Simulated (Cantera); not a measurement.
Input: 1 mol SiCl₄, 930 mol H₂, held at 0.100 bar.

Equilibrium computed with Cantera from the NASA thermochemical tables; the gas is ideal and each condensed phase is pure. Candidate condensed phases: Si; 19 gas species. Rates play no part. All values below are at 852 °C.

Base state: H₂ 0.996, HCl 0.00414, SiCl₂ 3.65e-5, SiHCl₃ 1.35e-5 (mole fractions); condensed: Si(s).

### Question
What changes in the equilibrium state with this change: SiCl₄ replaced by SiH₄?

### Answer
```
species      before  after
----------  -------  -----
H₂            0.996   1.00
HCl         0.00414      0
SiCl₂       3.65e-5      0
SiHCl₃      1.35e-5      0
Si(s), mol    0.940  1.000
```
